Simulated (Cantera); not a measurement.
Input: 1 mol TEOS, 1.1 mol NO, 0.71 mol H2, at 1000 K and 0.100 bar.

Cantera equilibrium calculation (NASA polynomials, part measured and part estimated; ideal gas, pure solids and liquids). Candidate condensed phases: C, C6H6, C7H8, C8H18, H2O, Si, SiC, SiO2, Si2N2O, Si3N4; 151 gas species. The feed counts by its element totals alone. Equilibrium is a limit: real reactors are often held back by kinetics, nucleation or transport.

Base state: H2 0.740, CO 0.208, N2 0.0388, H2O 0.00608, CH4 0.00522, CO2 0.00245 (mole fractions); condensed: C(graphite) + SiO2(β-quartz).

What changes in the equilibrium state with this change: temperature from 1000 K to 1798 K?


```tsv
species	before	after
H2	0.740	0.653
CO	0.208	0.310
N2	0.0388	0.0331
H2O	0.00608	5.83e-6
SiO	<1e-9	0.00171
H	6.17e-9	0.000900
C2H2 (acetylene)	<1e-9	0.000113
HNC	1.30e-9	3.38e-5
CO2	0.00245	7.25e-7
C(graphite), mol	4.95	1.94
SiO2(β-quartz), mol	1.00	0
SiC(s), mol	0	0.972
```
